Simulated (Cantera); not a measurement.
Input: 1 mol CuO, 0.87 mol CH₄, 2.1 mol H₂, 4.7 mol CO, equilibrated at 2048.15 K and 540 Torr.

Equilibrium computed with Cantera from the NASA thermochemical tables; the gas is ideal and each condensed phase is pure. Candidate condensed phases: C, C₆H₆, C₇H₈, C₈H₁₈, Cu, CuO, Cu(OH)₂, Cu₂O, H₂O; 113 gas species. Rates play no part.

Base state: CO 0.583, H₂ 0.393, H₂O 0.0104, Cu 0.00925, CO₂ 0.00325, H 0.00166, Cu₂ 4.49e-5 (mole fractions); condensed: Cu(l).

Question: What changes in the equilibrium state with this change: temperature from 2048.15 K to 973 K?

Answer: 
```csv
species,before,after
CO,0.583,0.408
H₂,0.393,0.387
CO₂,0.00325,0.120
H₂O,0.0104,0.0707
CH₄,6.39e-8,0.0138
Cu,0.00925,<1e-9
H,0.00166,<1e-9
Cu₂,4.49e-5,<1e-9
"Cu(l), mol",0.911,0
"C(graphite), mol",0,1.27
"Cu(s), mol",0,1.00
```
